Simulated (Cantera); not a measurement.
Input (Python, Cantera):

```python
import numpy as np
import cantera as ct

gas = ct.Solution("gri30.yaml")
gas.TPX = 700, 44000, {'CH4': 1, 'C2H6': 0.58, 'O2': 5.6, 'N2': 18.5}
flame = ct.FreeFlame(gas, width=0.071)
flame.set_refine_criteria(ratio=3, slope=0.08, curve=0.16)
flame.transport_model = "mixture-averaged"
flame.solve(loglevel=0, auto=True)
z, T = flame.grid, flame.T
thick = (T[-1] - T[0]) / np.gradient(T, z).max()
show = ['CH4', 'C2H6', 'O2', 'N2O', 'NO', 'CH2CO']
print(f"laminar burning velocity  {flame.velocity[0] * 100:.3f} cm/s")
print(f"burnt temperature         {T[-1]:.1f} K")
print(f"thermal thickness         {thick * 1e3:.4f} mm")
print(f"grid points               {len(z)}")
z0 = z[flame.heat_release_rate.argmax()]
print(f"{'z/mm':>9s}{'T/K':>9s}{'u/(m/s)':>9s}" + "".join(f"{s:>11s}" for s in show))
rows = []
for k in (-3, -2, -1.5, -1, -0.5, -0.25, 0, 0.25, 0.5, 1, 2, 4, 8):
    zz = z0 + k * thick
    rows.append([k * thick, np.interp(zz, z, T), np.interp(zz, z, flame.velocity),
                 *(np.interp(zz, z, flame.X[gas.species_index(s)]) for s in show)])
    print(f"{rows[-1][0] * 1e3:9.3f}{rows[-1][1]:9.1f}{rows[-1][2]:9.3f}" + "".join(f"{x:11.3e}" for x in rows[-1][3:]))
```

Result:

```
laminar burning velocity  198.075 cm/s
burnt temperature         2264.9 K
thermal thickness         0.6058 mm
grid points               156
     z/mm      T/K  u/(m/s)        CH4       C2H6         O2        N2O         NO      CH2CO
   -1.817    700.1    1.982  3.891e-02  2.257e-02  2.179e-01  1.485e-13  5.538e-11  1.745e-09
   -1.212    701.1    1.987  3.883e-02  2.254e-02  2.176e-01  2.296e-12  6.272e-10  3.134e-08
   -0.909    705.0    2.001  3.863e-02  2.248e-02  2.170e-01  1.524e-11  3.233e-09  2.371e-07
   -0.606    734.9    2.095  3.756e-02  2.206e-02  2.139e-01  1.794e-10  2.732e-08  3.425e-06
   -0.303    984.1    2.846  3.017e-02  1.690e-02  1.916e-01  3.255e-09  3.365e-07  8.752e-05
   -0.151   1322.1    3.879  1.944e-02  7.694e-03  1.580e-01  1.132e-08  9.563e-07  3.245e-04
    0.000   1673.6    4.972  6.409e-03  6.489e-04  1.157e-01  3.077e-08  2.237e-06  4.337e-04
    0.151   1824.7    5.438  8.049e-04  4.500e-06  8.886e-02  6.003e-08  3.976e-06  1.198e-04
    0.303   1863.5    5.543  5.594e-05  8.753e-09  7.796e-02  8.406e-08  5.404e-06  1.151e-05
    0.606   1903.0    5.632  3.241e-07  3.137e-13  7.113e-02  1.009e-07  7.584e-06  8.728e-08
    1.212   1957.6    5.762  1.003e-10  6.078e-19  6.739e-02  1.061e-07  1.161e-05  4.592e-11
    2.423   2028.7    5.941  3.012e-17  2.328e-27  6.536e-02  1.178e-07  1.958e-05  5.506e-17
    4.847   2108.9    6.142  1.285e-18  5.310e-31  6.375e-02  1.416e-07  3.576e-05  8.348e-21
```

Computed with Cantera and GRI-Mech 3.0 (53 species, 325 reactions). Burning velocities carry a grid error of a few per cent, more on coarse grids.
